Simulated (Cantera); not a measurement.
A closed system holds: 1 mol SiHCl3, 0.04 mol HCl, 360 mol H2, at 1050 K and 0.00620 bar.

Cantera equilibrium calculation (NASA polynomials, part measured and part estimated; ideal gas, pure solids and liquids). Candidate condensed phases: Si; 19 gas species. The tables' values for SiCl3 are old estimates; treat these amounts as uncertain. Equilibrium is a limit: real reactors are often held back by kinetics, nucleation or transport.

### Question
What is the equilibrium state?

### Answer
```json
{
  "x(H2)": "0.992",
  "x(HCl)": "0.00793",
  "x(SiCl2)": "0.000119",
  "x(SiHCl3)": "3.01e-5",
  "x(SiCl4)": "2.32e-5",
  "x(SiCl3)": "1.23e-5",
  "x(SiH2Cl2)": "4.46e-6",
  "n(Si(s))": "0.932 mol",
  "gas_amount": "362.0 mol"
}
```
